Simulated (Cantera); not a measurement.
Feed: 1 mol CH₃SiH₃, 0.51 mol C₂H₂, 100 mol H₂, equilibrated at 8.10 mbar.

Equilibrium computed with Cantera from the NASA thermochemical tables; the gas is ideal and each condensed phase is pure. Candidate condensed phases: C, C₆H₆, C₇H₈, C₈H₁₈, Si, SiC; 87 gas species. The feed counts by its element totals alone. Gases not in the tables: Si₂H₆ and higher silanes. Rates play no part.

Question: At 2100 K, list the 6 most abundant gas species with their mole fractions, and the condensed phases.

Answer: H₂ 0.963, H 0.0340, C₂H₂ (acetylene) 0.00139, Si 0.00128, SiC₂ 8.28e-5, SiH 6.15e-5. Condensed: C(graphite) + SiC(s).
